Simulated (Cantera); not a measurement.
A Cantera script and what it prints.

```python
import numpy as np
import cantera as ct

gas_names = [...]  # 92 gases of nasa_gas.yaml made of C, H, N
cond_names = """
    C(gr) C6H6(L) C7H8(L) C8H18(L),n-octa
""".split()


# ... load() reads the species with a 1 bar reference pressure and builds the phases ...
atoms = {
    'C2H6': {'C': 2, 'H': 6},
    'NH3': {'N': 1, 'H': 3},
}
top_T = {'C(gr)': 4500}  # K; cautious upper limits of use, not melting points


# ... equilibrate(T, P, feed) seeds the gas with the atoms and calls Mixture.equilibrate('TP', solver="vcs", rtol=1e-11, max_steps=5000) ...
results = []
feed = {'C2H6': 1, 'NH3': 0.44}  # mol
T = 2223.15  # K
P = 89  # Pa
mix = equilibrate(T, P, feed)
results.append((T, P, feed, dict(zip(mix.species_names, mix.species_moles))))
print(gas.report(threshold=1e-05))
for i in range(1, mix.n_phases):
    print(f"{mix.phase(i).name:16s} {mix.phase_moles(i):12.5e} mol")
```

It prints:

```
       temperature   2223.2 K
          pressure   89 Pa
           density   1.5882e-05 kg/m^3
  mean mol. weight   3.2985 kg/kmol
   phase of matter   gas

                          1 kg             1 kmol
                     ---------------   ---------------
          enthalpy        3.0207e+07        9.9637e+07  J
   internal energy        2.4603e+07        8.1153e+07  J
           entropy             76984        2.5393e+05  J/K
    Gibbs function       -1.4094e+08       -4.6489e+08  J
 heat capacity c_p            9887.5             32614  J/K
 heat capacity c_v            7366.9             24300  J/K

                      mass frac. Y      mole frac. X     chem. pot. / RT
                     ---------------   ---------------   ---------------
                CN        0.00044802        5.6799e-05           -21.677
               C2H        0.00015204        2.0037e-05           -19.555
    C2H2,acetylene          0.017336         0.0021961           -33.118
                 H          0.057107           0.18687           -13.563
               HCN          0.050677         0.0061851           -35.241
               HNC         0.0041428        0.00050563           -35.241
                H2           0.46213           0.75612           -27.127
                N2           0.40788          0.048026           -37.363
     [  +84 minor]        0.00011868        1.2381e-05

C(gr)             1.95202e+00 mol
```

Method: chemical equilibrium by Gibbs-energy minimisation in Cantera with the NASA 1993 tables (ideal gas, pure condensed phases).
